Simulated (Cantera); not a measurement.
A perfectly stirred reactor is fed with 84.7 % NO, 15.3 % N2, at 19.5 Torr; it is held at 1925 K, and followed from long to short residence time.

Detailed kinetics in Cantera: GRI-Mech 3.0 (53 species, 325 reactions). Radical loss at walls, strong at low pressure, is not modelled.

x: mole fraction; the columns are a selection and need not sum to one.

```json
[
 {"τ (s)": "9.9", "x NO": "0.512", "x O2": "0.167", "x N2O": "(withheld)", "x NO2": "0.000140", "x O": "0.000992", "x N2": "0.320"},
 {"τ (s)": "2.7", "x NO": "0.735", "x O2": "0.0558", "x N2O": "(withheld)", "x NO2": "0.000114", "x O": "0.000651", "x N2": "0.209"},
 {"τ (s)": "0.72", "x NO": "0.818", "x O2": "0.0141", "x N2O": "0.000227", "x NO2": "6.97e-5", "x O": "0.000444", "x N2": "0.167"},
 {"τ (s)": "0.19", "x NO": "0.840", "x O2": "0.00332", "x N2O": "0.000232", "x NO2": "4.84e-5", "x O": "0.000350", "x N2": "0.156"},
 {"τ (s)": "0.053", "x NO": "0.846", "x O2": "0.000698", "x N2O": "(withheld)", "x NO2": "3.74e-5", "x O": "0.000273", "x N2": "0.153"},
 {"τ (s)": "0.014", "x NO": "0.847", "x O2": "7.85e-5", "x N2O": "(withheld)", "x NO2": "2.12e-5", "x O": "0.000147", "x N2": "0.153"},
 {"τ (s)": "0.0038", "x NO": "0.847", "x O2": "4.71e-6", "x N2O": "(withheld)", "x NO2": "5.03e-6", "x O": "4.64e-5", "x N2": "0.153"},
 {"τ (s)": "0.0010", "x NO": "0.847", "x O2": "2.86e-7", "x N2O": "(withheld)", "x NO2": "5.52e-7", "x O": "1.22e-5", "x N2": "0.153"},
 {"τ (s)": "0.00028", "x NO": "0.847", "x O2": "2.21e-8", "x N2O": "(withheld)", "x NO2": "5.02e-8", "x O": "3.44e-6", "x N2": "0.153"}
]
```

Task: What belongs in the gaps?

Result: 
- 9.9, x N2O: 7.17e-5
- 2.7, x N2O: 0.000169
- 0.053, x N2O: 0.000192
- 0.014, x N2O: 0.000109
- 0.0038, x N2O: 4.07e-5
- 0.0010, x N2O: 1.19e-5
- 0.00028, x N2O: 3.41e-6
